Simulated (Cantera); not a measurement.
# Gas-phase reforming

A perfectly stirred reactor is fed with 20.1 % CH₄, 70.4 % CO₂, 9.46 % H₂, at 4050 Torr; it is held at 1550 K, and followed from long to short residence time.

Computed with Cantera and GRI-Mech 3.0 (53 species, 325 reactions).

```csv
τ (s),x CH₄,x CO₂,x H₂,x HCO,x CH₃
2.5,0.0286,0.270,0.107,1.12e-8,2.27e-5
0.51,0.0500,0.362,0.0760,6.39e-9,4.17e-5
0.10,0.104,0.504,0.0700,3.02e-9,7.41e-5
0.021,0.166,0.638,0.0853,1.25e-9,9.68e-5
0.0043,0.193,0.690,0.0918,5.65e-10,0.000102
0.00087,0.200,0.702,0.0938,2.84e-10,9.30e-5
0.00018,0.201,0.704,0.0944,7.30e-11,7.14e-5
```
x: mole fraction; the columns are a selection and need not sum to one.
